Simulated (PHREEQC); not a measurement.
1.8 g of hydrous ferric oxide (600 m²/g; 0.2 weak and 0.005 strong sites per Fe, Dzombak-Morel constants, diffuse double layer) in 1 kg of water with 0.01 mol/kgw of an inert sodium salt and 2.1 mmol/kgw CaCl2 and 0.37 mmol/kgw BaCl2, at 25 °C; the pH is set by adding NaOH or the inert anion's acid. Oxygen is held at 0.21 atm. No CO2 enters from the air. No solid was allowed to form.

The series has 17 steps of pH, from 4 to 10.

Model: ion-association model, wateq4f.dat, run in PHREEQC.

Q: Near which pH is half of the Ca sorbed, and on which side is more sorbed?

A: Near pH 8.8, with more sorbed at higher pH.

Q: At which pH does the surface charge pass through zero?

A: Near pH 8.8.

Complexes and solids missing from the database can't appear.
